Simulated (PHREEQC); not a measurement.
0.027 g of hydrous ferric oxide (600 m²/g; 0.2 weak and 0.005 strong sites per Fe, Dzombak-Morel constants, diffuse double layer) in 1 kg of water with 0.005 mol/kgw of an inert sodium salt and 1e-06 mol/kgw NaF, at 25 °C; the pH is set by adding NaOH or the inert anion's acid. Oxygen is held at 0.21 atm. CO2 from the air is kept out. No solid was allowed to form.

Base run: PHREEQC, ion-association model, wateq4f.dat. Each further column changes one thing. The table gives F sorbed (%).

```tsv
pH	base	background salt from 0.005 to 0.0005 mol/kgw	oxide from 0.027 to 0.14 g/kgw	1.2e-05 mol/kgw ZnSO4 added
3	73.5	88.0	…	46.2
3.5	78.3	91.0	95.0	52.3
4	74.2	88.1	93.9	…
5	46.6	61.4	82.1	21.0
5.5	28.2	37.9	67.2	13.4
6	13.8	…	45.3	8.6
6.5	5.6	…	23.7	…
7	2.1	2.4	9.9	…
8	0.2	…	1.2	0.4
8.5	0.1	0.1	0.4	0.1
9	0.0	0.0	0.1	0.0
```

**Question.** Complete the blanks.

**Answer.** 
- 3, oxide from 0.027 to 0.14 g/kgw: 93.6
- 4, 1.2e-05 mol/kgw ZnSO4 added: 45.7
- 6, background salt from 0.005 to 0.0005 mol/kgw: 17.9
- 6.5, background salt from 0.005 to 0.0005 mol/kgw: 6.9
- 6.5, 1.2e-05 mol/kgw ZnSO4 added: 4.9
- 7, 1.2e-05 mol/kgw ZnSO4 added: 2.3
- 8, background salt from 0.005 to 0.0005 mol/kgw: 0.3

The oxide is taken as insoluble; below pH 4 it would dissolve.
